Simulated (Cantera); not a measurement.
An adiabatic, constant-pressure homogeneous reactor starts with CH4 : O2 : N2 : H2O = 1 : 6.45 : 24.3 : 0.72 (molar parts), equivalence ratio 0.31, at 1700 K and 1.00 bar. Integrator tolerance rtol = 1e-08.

Model: GRI-Mech 3.0 (53 species, 325 reactions), integrated in Cantera.

Q: What does this change do: O2 6.45 to 2.2 parts?

A: 
```json
[
 {"quantity": "time of steepest temperature rise", "before": "0.193 ms", "after": "0.453 ms"},
 {"quantity": "temperature at 0.600 s", "before": "2279 K", "after": "2353 K"},
 {"quantity": "equilibrium temperature", "before": "2279 K", "after": "2353 K"},
 {"quantity": "x(CH4) at 0.600 s", "before": "<1e-12 (gas-phase equilibrium <1e-12)", "after": "<1e-12 (gas-phase equilibrium <1e-12)"},
 {"quantity": "x(O2) at 0.600 s", "before": "0.129 (gas-phase equilibrium 0.129)", "after": "0.00823 (gas-phase equilibrium 0.00823)"},
 {"quantity": "x(H2O) at 0.600 s", "before": "0.0803 (gas-phase equilibrium 0.0803)", "after": "0.0908 (gas-phase equilibrium 0.0908)"},
 {"quantity": "x(CH2) at 0.600 s", "before": "<1e-12 (gas-phase equilibrium <1e-12)", "after": "<1e-12 (gas-phase equilibrium <1e-12)"},
 {"quantity": "x(H2) at 0.600 s", "before": "0.000413 (gas-phase equilibrium 0.000413)", "after": "0.00281 (gas-phase equilibrium 0.00281)"}
]
```

Q: What does this change do: 0.04 parts H2 added?

A: 
```tsv
quantity	before	after
time of steepest temperature rise	0.193 ms	0.176 ms
temperature at 0.600 s	2279 K	2284 K
equilibrium temperature	2279 K	2284 K
x(CH4) at 0.600 s	<1e-12 (gas-phase equilibrium <1e-12)	<1e-12 (gas-phase equilibrium <1e-12)
x(O2) at 0.600 s	0.129 (gas-phase equilibrium 0.129)	0.129 (gas-phase equilibrium 0.129)
x(H2O) at 0.600 s	0.0803 (gas-phase equilibrium 0.0803)	0.0814 (gas-phase equilibrium 0.0814)
x(CH2) at 0.600 s	<1e-12 (gas-phase equilibrium <1e-12)	<1e-12 (gas-phase equilibrium <1e-12)
x(H2) at 0.600 s	0.000413 (gas-phase equilibrium 0.000413)	0.000433 (gas-phase equilibrium 0.000433)
```
